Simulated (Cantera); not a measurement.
**Transport properties of process gases**

Gas mixture: C2H2 : CO : C2H4 = 0.62 : 0.55 : 0.52 (molar parts), at 100.0 Torr, frozen composition.

Cantera's kinetic-theory transport with the Lennard-Jones parameters of GRI-Mech 3.0, ideal gas; thermal conductivity in the mixture-averaged form. The composition is frozen, though it would react at the higher temperatures.

```tsv
T (K)	ρ (kg/m³)	cp (J/kg/K)	μ (µPa s)	λ (mW/m/K)	Pr	D (cm²/s) N2	D (cm²/s) O	D (cm²/s) OH
400	0.109	1619	15.7	33.7	0.755	2.24	3.44	3.38
650	0.0673	2009	23.1	59.6	0.779	5.22	7.97	7.82
900	0.0486	2274	29.3	84.5	0.788	9.07	13.8	13.6
1150	0.0381	2482	34.7	108	0.799	13.7	20.8	20.4
1400	0.0313	2633	39.7	130	0.804	19.0	28.9	28.4
1650	0.0265	2745	44.2	151	0.807	25.0	38.0	37.3
1900	0.0230	2829	48.5	170	0.808	31.6	48.1	47.1
2150	0.0204	2891	52.6	188	0.808	38.8	59.0	57.9
2400	0.0182	2939	56.6	206	0.809	46.6	70.8	69.4
```
D: mixture-averaged diffusion coefficient of that species in the mixture.
